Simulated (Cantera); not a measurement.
A Cantera script and what it prints.

```python
import numpy as np
import cantera as ct

gas_names = """
    F F2 H HF H2 H2F2 H3F3 H4F4 H5F5 H6F6 H7F7 N NF NF2 NF3 NH NH2 NH3 N2 N2H2 N2H4 Si SiF SiF2 SiF3
    SiF4 SiH SiHF3 SiH2 SiH2F2 SiH3 SiH3F SiH4 SiN Si2 Si2N Si3
""".split()
cond_names = """
    Si(cr) Si(L) Si3N4(a)
""".split()


def load(file, names, dense=False):
    # The tables refer to 1 bar. Condensed volumes are neglected.
    table = {s.name: s for s in ct.Species.list_from_file(file)}
    out = []
    for n in names:
        d = dict(table[n].input_data)
        d["thermo"] = dict(d["thermo"], **{"reference-pressure": 1e5})
        if dense:
            d["equation-of-state"] = {"model": "constant-volume", "density": "1e6 g/cm^3"}
        out.append(ct.Species.from_dict(d))
    return out


gas = ct.Solution(thermo="ideal-gas", species=load("nasa_gas.yaml", gas_names))
cond = {s.name: ct.Solution(thermo="fixed-stoichiometry", species=[s], name=s.name)
        for s in load("nasa_condensed.yaml", cond_names, dense=True)}
atoms = {
    'SiF4': {'Si': 1, 'F': 4},
    'N2': {'N': 2},
    'H2': {'H': 2},
}
top_T = {'Si3N4(a)': 2400}  # K; cautious upper limits of use, not melting points


def equilibrate(T, P, feed):
    n = {}
    for name, mol in feed.items():
        for a, k in atoms[name].items():
            n[a] = n.get(a, 0.0) + k * mol
    gas.TPX = T, P, n
    mass = sum(n.values()) * gas.mean_molecular_weight
    gas.equilibrate("TP")
    valid = [c for c in cond.values() if c.min_temp <= T <= top_T.get(c.name, c.max_temp)]
    mix = ct.Mixture([(gas, mass / gas.mean_molecular_weight)] + [(c, 0.0) for c in valid])
    mix.T, mix.P = T, P
    mix.equilibrate("TP", solver="vcs", rtol=1e-11, max_steps=5000)
    return mix


results = []
feed = {'SiF4': 1, 'N2': 76, 'H2': 2.5}  # mol
for P in [5, 13, 36, 98, 260, 710, 1900, 5100, 14000, 37000, 100000]:
    for T in [1325, 1375, 1425, 1475, 1525, 1575, 1625, 1675, 1725, 1775, 1825, 1875]:
        mix = equilibrate(T, P, feed)
        results.append((T, P, feed, dict(zip(mix.species_names, mix.species_moles))))

for T, P, feed, n in results:
    print(f"{T:7g} {P:10.4g}  " + (" + ".join(c for c in cond_names if n.get(c, 0) > 1e-12) or "gas only"))
```

It prints:

```
   1325          5  gas only
   1375          5  gas only
   1425          5  gas only
   1475          5  gas only
   1525          5  gas only
   1575          5  gas only
   1625          5  gas only
   1675          5  gas only
   1725          5  gas only
   1775          5  gas only
   1825          5  gas only
   1875          5  gas only
   1325         13  gas only
   1375         13  gas only
   1425         13  gas only
   1475         13  gas only
   1525         13  gas only
   1575         13  gas only
   1625         13  gas only
   1675         13  gas only
   1725         13  gas only
   1775         13  gas only
   1825         13  gas only
   1875         13  gas only
   1325         36  gas only
   1375         36  gas only
   1425         36  gas only
   1475         36  gas only
   1525         36  gas only
   1575         36  gas only
   1625         36  gas only
   1675         36  gas only
   1725         36  gas only
   1775         36  gas only
   1825         36  gas only
   1875         36  gas only
   1325         98  gas only
   1375         98  gas only
   1425         98  gas only
   1475         98  gas only
   1525         98  gas only
   1575         98  gas only
   1625         98  gas only
   1675         98  gas only
   1725         98  gas only
   1775         98  gas only
   1825         98  gas only
   1875         98  gas only
   1325        260  gas only
   1375        260  gas only
   1425        260  gas only
   1475        260  gas only
   1525        260  gas only
   1575        260  gas only
   1625        260  gas only
   1675        260  gas only
   1725        260  gas only
   1775        260  gas only
   1825        260  gas only
   1875        260  gas only
   1325        710  Si3N4(a)
   1375        710  gas only
   1425        710  gas only
   1475        710  gas only
   1525        710  gas only
   1575        710  gas only
   1625        710  gas only
   1675        710  gas only
   1725        710  gas only
   1775        710  gas only
   1825        710  gas only
   1875        710  gas only
   1325       1900  Si3N4(a)
   1375       1900  gas only
   1425       1900  gas only
   1475       1900  gas only
   1525       1900  gas only
   1575       1900  gas only
   1625       1900  gas only
   1675       1900  gas only
   1725       1900  gas only
   1775       1900  gas only
   1825       1900  gas only
   1875       1900  gas only
   1325       5100  Si3N4(a)
   1375       5100  Si3N4(a)
   1425       5100  gas only
   1475       5100  gas only
   1525       5100  gas only
   1575       5100  gas only
   1625       5100  gas only
   1675       5100  gas only
   1725       5100  gas only
   1775       5100  gas only
   1825       5100  gas only
   1875       5100  gas only
   1325    1.4e+04  Si3N4(a)
   1375    1.4e+04  Si3N4(a)
   1425    1.4e+04  Si3N4(a)
   1475    1.4e+04  gas only
   1525    1.4e+04  gas only
   1575    1.4e+04  gas only
   1625    1.4e+04  gas only
   1675    1.4e+04  gas only
   1725    1.4e+04  gas only
   1775    1.4e+04  gas only
   1825    1.4e+04  gas only
   1875    1.4e+04  gas only
   1325    3.7e+04  Si3N4(a)
   1375    3.7e+04  Si3N4(a)
   1425    3.7e+04  Si3N4(a)
   1475    3.7e+04  Si3N4(a)
   1525    3.7e+04  gas only
   1575    3.7e+04  gas only
   1625    3.7e+04  gas only
   1675    3.7e+04  gas only
   1725    3.7e+04  gas only
   1775    3.7e+04  gas only
   1825    3.7e+04  gas only
   1875    3.7e+04  gas only
   1325      1e+05  Si3N4(a)
   1375      1e+05  Si3N4(a)
   1425      1e+05  Si3N4(a)
   1475      1e+05  Si3N4(a)
   1525      1e+05  Si3N4(a)
   1575      1e+05  gas only
   1625      1e+05  gas only
   1675      1e+05  gas only
   1725      1e+05  gas only
   1775      1e+05  gas only
   1825      1e+05  gas only
   1875      1e+05  gas only
```

Method: chemical equilibrium by Gibbs-energy minimisation in Cantera with the NASA 1993 tables (ideal gas, pure condensed phases). N2 is the only nitrogen source here; it is nearly inert below about 1500 K, so the nitride shown seldom forms there in practice. The tables' values for SiF2, SiF3 are old estimates.
